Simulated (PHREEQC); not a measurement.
Consider water at 24 °C with 0.029 mol H2SiF6 per kg of water. Closed to the air; pH follows from the charge balance.

Computed with PHREEQC (ion-association model, phreeqc.dat).

| quantity | before | after |
|---|---|---|
| pH | 1.33 | 1.34 |
| ionic strength (mol/kgw) | 0.0836 | 0.0830 |
| HF (mol/kgw) | 0.00691 | 0.00817 |
| F- (mol/kgw) | 0.000133 | 0.000142 |
| HF2- (mol/kgw) | 3.49e-6 | 4.61e-6 |

Q: What was changed between the two runs?
A. H2SiF6 from 0.029 to 0.0029 mol/kgw
B. H2SiF6 replaced by NH4HF2 at the same molality
C. temperature from 24 to 30 °C
D. diluted 2-fold with water
E. H2SiF6 from 0.029 to 0.0435 mol/kgw

A: C, temperature from 24 to 30 °C

Precipitation was switched off in this run. Some of these states are supersaturated (in Quartz (slow to form), Chalcedony (slow to form), for instance). SiF6-2 is the database's only silicon fluoride.
